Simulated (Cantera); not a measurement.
A closed system holds: 1 mol AlN, 0.026 mol Cl₂, held at 1573 K and 260000 Pa.

Cantera equilibrium calculation (NASA polynomials, part measured and part estimated; ideal gas, pure solids and liquids). Candidate condensed phases: Al, AlCl₃, AlN; 11 gas species. The tables' values for AlCl₂ are old estimates; treat these amounts as uncertain. Rates play no part.

Base state: AlCl₃ 0.658, N₂ 0.334, AlCl₂ 0.00693, Al₂Cl₆ 0.000864, AlCl 0.000437 (mole fractions); condensed: AlN(s).

**Question.** What changes in the equilibrium state with this change: temperature from 1573 K to 973.15 K?

**Answer.** 
```tsv
species	before	after
AlCl₃	0.658	0.527
N₂	0.334	0.368
Al₂Cl₆	0.000864	0.105
AlCl	0.000437	<1e-9
AlCl₂	0.00693	3.05e-7
AlN(s), mol	0.983	0.983
```
